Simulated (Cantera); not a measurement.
# Equilibrium for chlorosilane synthesis and conversion: Si + HCl + H2 + NH3

Charge: 1 mol Si, 0.66 mol HCl, 0.37 mol H2, 0.0013 mol NH3, held at 113 Torr.

Cantera equilibrium calculation (NASA polynomials, part measured and part estimated; ideal gas, pure solids and liquids). Candidate condensed phases: NH4Cl, Si, Si3N4; 28 gas species. Mutual solubility and eutectic melting of coexisting phases are not modelled. The tables' values for SiCl3 are old estimates; treat these amounts as uncertain. Rates play no part.

```
T (°C)  log p H2  log p SiCl4  log p HCl  log p SiHCl3  log p SiCl2  log p SiCl3  n Si(s)  n Si3N4(s)
------  --------  -----------  ---------  ------------  -----------  -----------  -------  ----------
302        -0.92        -1.64      -5.30         -2.09       -10.09        -7.54    0.822    0.000325
352        -0.92        -1.64      -4.77         -2.10        -8.92        -6.77    0.822    0.000325
402        -0.92        -1.64      -4.33         -2.11        -7.93        -6.11    0.823    0.000325
452        -0.92        -1.64      -3.95         -2.12        -7.07        -5.55    0.823    0.000325
502        -0.92        -1.63      -3.61         -2.13        -6.33        -5.06    0.823    0.000325
552        -0.92        -1.63      -3.32         -2.14        -5.68        -4.63    0.824    0.000325
602        -0.93        -1.63      -3.07         -2.15        -5.10        -4.25    0.825    0.000325
652        -0.93        -1.64      -2.84         -2.16        -4.59        -3.91    0.825    0.000325
702        -0.93        -1.64      -2.64         -2.18        -4.14        -3.61    0.827    0.000325
752        -0.93        -1.65      -2.46         -2.19        -3.73        -3.35    0.828    0.000325
802        -0.94        -1.66      -2.29         -2.21        -3.36        -3.11    0.829    0.000325
852        -0.94        -1.68      -2.15         -2.23        -3.03        -2.90    0.831    0.000325
902        -0.95        -1.71      -2.02         -2.27        -2.74        -2.72    0.831    0.000325
952        -0.96        -1.76      -1.91         -2.31        -2.48        -2.57    0.831    0.000325
```
log p: log10 of the partial pressure in bar; n: condensed amount in mol.

From 302 °C to 952 °C the condensed part is Si(s) + Si3N4(s). The main Si-bearing gas is SiCl4 throughout.
